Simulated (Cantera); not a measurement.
Charge: 1 mol Si₂H₆, 2.2 mol H₂O, held at 1350 K and 133 Pa.

Cantera equilibrium calculation (NASA polynomials, part measured and part estimated; ideal gas, pure solids and liquids). Candidate condensed phases: H₂O, Si, SiO₂; 18 gas species. The feed counts by its element totals alone. Mutual solubility and eutectic melting of coexisting phases are not modelled. The tables hold silica as quartz up to 1696 K and as liquid above; real silica turns to tridymite and cristobalite and melts near 1996 K. The numbers say what is thermodynamically allowed, not how fast it happens.

Base state: H₂ 0.981, SiO 0.0185, H 6.47e-5 (mole fractions); condensed: Si(s) + SiO₂(β-quartz).

Q: What changes in the equilibrium state with this change: temperature from 1350 K to 973.15 K?

A: 
```csv
species,before,after
H₂,0.981,1.00
SiO,0.0185,1.23e-7
H,6.47e-5,2.97e-8
"Si(s), mol",0.851,0.900
"SiO₂(β-quartz), mol",1.05,1.10
```

Q: What changes in the equilibrium state with this change: 1.9 mol CH₄ added?

A: 
| species | before | after |
|---|---|---|
| H₂ | 0.981 | 0.927 |
| CO | 0 | 0.0697 |
| SiO | 0.0185 | 0.00292 |
| H | 6.47e-5 | 6.29e-5 |
| Si(s), mol | 0.851 | 0 |
| SiO₂(β-quartz), mol | 1.05 | 0.748 |
| SiC(s), mol | 0 | 1.22 |
Further candidate phases: C, C₆H₆, C₇H₈, C₈H₁₈, SiC.
